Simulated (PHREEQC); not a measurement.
0.054 g of hydrous ferric oxide (600 m²/g; 0.2 weak and 0.005 strong sites per Fe, Dzombak-Morel constants, diffuse double layer) in 1 kg of water with 0.05 mol/kgw of an inert sodium salt and 0.012 mmol/kgw NaH2PO4, 0.0011 mmol/kgw ZnSO4 and 0.042 mmol/kgw CuSO4, at 25 °C; the pH is set by adding NaOH or the inert anion's acid. O2 is buffered at 0.21 atm. CO2 from the air is kept out. Precipitation was switched off in this run.

The series has 17 steps of pH, from 4 to 10.

Equilibrium calculation in PHREEQC: ion-association model, wateq4f.dat.

Question: Near which pH is half of the P sorbed, and on which side is more sorbed?

Answer: Near pH 9.2, with more sorbed at lower pH.

Question: Near which pH is half of the S sorbed, and on which side is more sorbed?

Answer: Near pH 4.5, with more sorbed at lower pH.

Question: Near which pH is half of the Zn sorbed, and on which side is more sorbed?

Answer: Near pH 7.4, with more sorbed at higher pH.

Complexes and solids missing from the database can't appear. H3PO4, which wateq4f.dat lacks, is added to it with the constant of phreeqc.dat. The database has no phosphate complexes of Cu, Zn. The database's constant for dissolved Cu(OH)2 is higher than later reviews accept.
